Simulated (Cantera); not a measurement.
Charge: 1 mol SiCl₄, 0.17 mol CH₄, 4.5 mol H₂, 0.2 mol C₃H₈, equilibrated at 6.45 Torr.

These are equilibrium values from Cantera (NASA tables, ideal gas, pure condensed phases), not measurements of a reactor. Candidate condensed phases: C, C₆H₆, C₇H₈, C₈H₁₈, Si, SiC; 109 gas species. Kinetics and transport are ignored.

### Question
Which condensed phases are stable at each of these points (T (°C)): 1275, 1300, 1325, 1350, 1375, 1400, 1425, 1450, 1475, 1500, 1525?

### Answer
```json
[
 {"T (°C)": "1275", "condensed phases": "SiC(s)", "Si condensed (%)": "77.0"},
 {"T (°C)": "1300", "condensed phases": "SiC(s)", "Si condensed (%)": "77.0"},
 {"T (°C)": "1325", "condensed phases": "SiC(s)", "Si condensed (%)": "77.0"},
 {"T (°C)": "1350", "condensed phases": "SiC(s)", "Si condensed (%)": "77.0"},
 {"T (°C)": "1375", "condensed phases": "SiC(s)", "Si condensed (%)": "77.0"},
 {"T (°C)": "1400", "condensed phases": "SiC(s)", "Si condensed (%)": "77.0"},
 {"T (°C)": "1425", "condensed phases": "SiC(s)", "Si condensed (%)": "77.0"},
 {"T (°C)": "1450", "condensed phases": "SiC(s)", "Si condensed (%)": "76.9"},
 {"T (°C)": "1475", "condensed phases": "SiC(s)", "Si condensed (%)": "76.9"},
 {"T (°C)": "1500", "condensed phases": "SiC(s)", "Si condensed (%)": "76.9"},
 {"T (°C)": "1525", "condensed phases": "C(graphite) + SiC(s)", "Si condensed (%)": "75.9"}
]
```

From 1275 °C to 1500 °C the condensed part is SiC(s). At 1525 °C the condensed part is C(graphite) + SiC(s).
